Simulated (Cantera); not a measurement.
Standard-state values (1 bar) from the NASA 1993 polynomials, evaluated with Cantera. Values are per mole of reaction as written; species without (g) are pure solids or liquids, kept so even where they would boil at 1 bar.

Q: Between 300 and 850 K, where is each reaction favourable under standard conditions?
- NO₂(g) + 4 Ti₃O₅ → 3 Ti₄O₇ + NO(g)
- 8 Ti₃O₅ + O₂(g) → 6 Ti₄O₇

A: 
- NO₂(g) + 4 Ti₃O₅ → 3 Ti₄O₇ + NO(g): ΔG° is -335 kJ at 300 K and -316 kJ at 850 K; it stays negative (K > 1). ΔH° is -360 kJ and ΔS° -51 J/K at 850 K.
- 8 Ti₃O₅ + O₂(g) → 6 Ti₄O₇: ΔG° is -740 kJ at 300 K and -620 kJ at 850 K; it stays negative (K > 1). ΔH° is -836 kJ and ΔS° -254 J/K at 850 K.
